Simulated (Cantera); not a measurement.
Input: 1 mol Si3N4, 0.038 mol Si, 4.3 mol H2, held at 18.0 Pa.

Method: chemical equilibrium by Gibbs-energy minimisation in Cantera with the NASA 1993 tables (ideal gas, pure condensed phases). Candidate condensed phases: Si, Si3N4; 18 gas species. Mutual solubility and eutectic melting of coexisting phases are not modelled. Gases not in the tables: Si2H6 and higher silanes. The numbers say what is thermodynamically allowed, not how fast it happens.

Task: What share of the Si ends up in condensed phases as a function of T (°C), at 1200, 1400, 1600, 1800, 2000, 2200, 2400, 2600, 2800?

Result: 
```tsv
T (°C)	Si condensed (%)	as
1200	100.0	Si(s) + Si3N4(s)
1400	99.5	Si(s)
1600	88.6	Si(l)
1800	0.0	-
2000	0.0	-
2200	0.0	-
2400	0.0	-
2600	0.0	-
2800	0.0	-
```
